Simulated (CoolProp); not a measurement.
Vapour-liquid equilibrium of acetone (1) + cyclohexane (2) at 470.1 K; x and y are mole fractions of (1).

The numbers come from the multi-fluid Helmholtz-energy mixture model, Lemmon 2006 and Zhou 2014; pair parameters Bell 2016 in CoolProp.

```csv
x,"bubble pressure, mixture model (MPa)","bubble pressure, Raoult's law (MPa)","y, mixture model","y, Raoult's law"
0.05,1.487,1.349,0.143,0.097
0.15,1.803,1.483,0.313,0.266
0.25,2.033,1.618,0.417,0.406
0.35,2.211,1.752,0.496,0.525
0.45,2.352,1.887,0.564,0.626
0.55,2.467,2.021,0.630,0.715
0.65,2.557,2.156,0.698,0.792
0.75,2.619,2.290,0.772,0.860
0.85,2.650,2.425,0.854,0.921
0.95,2.645,2.559,0.947,0.975
```

The largest gap from Raoult's law is +26.2 % in bubble pressure, at x = 0.35. y crosses x between x = 0.85 and 0.95: the model has an azeotrope there.

Pair parameters are fitted to limited data, so mixtures are less certain than the pure fluids.
